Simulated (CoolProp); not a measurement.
100 sccm (0 °C, 1 atm) of nitrogen bubbles through liquid n-perfluoropentane at 283.1 K and leaves saturated at a total pressure of 0.15 MPa (ideal gas phase). Each further row changes one setting.

Values from CoolProp's reference Helmholtz-energy equation of state, Gao 2022.

```tsv
case	vapour pressure (kPa)	mole fraction of vapour	delivery (mg/min)	delivery (sccm)	change of delivery for a bath 1 K warmer (%)
as stated	47.0	0.313	586	45.6	6.5
bath temperature 288.1 K	58.0	0.387	810	63.0	7.0
total pressure 0.3 MPa	47.0	0.157	239	18.6	5.2
```
